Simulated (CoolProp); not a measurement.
Saturation properties of R125.

The numbers come from the reference Helmholtz-energy equation of state, Lemmon 2005 in CoolProp.

```
T (K)  p (MPa)  liquid density (kg/m³)  vapour viscosity (µPa s)
-----  -------  ----------------------  ------------------------
231.1   0.1351                    1492                      9.97
238.2   0.1853                    1465                      10.3
245.2   0.2478                    1438                      10.6
252.2   0.3255                    1410                      10.9
259.3   0.4219                    1381                      11.2
266.3   0.5368                    1351                      11.5
273.4   0.6758                    1319                      11.9
280.4   0.8378                    1285                      12.3
287.5    1.030                    1249                      12.7
294.5    1.250                    1211                      13.2
301.6    1.507                    1168                      13.8
308.6    1.798                    1122                      14.5
```

It boils at 225.1 K under 1 atm.

Viscosity comes from a separate model (Huber 2006).
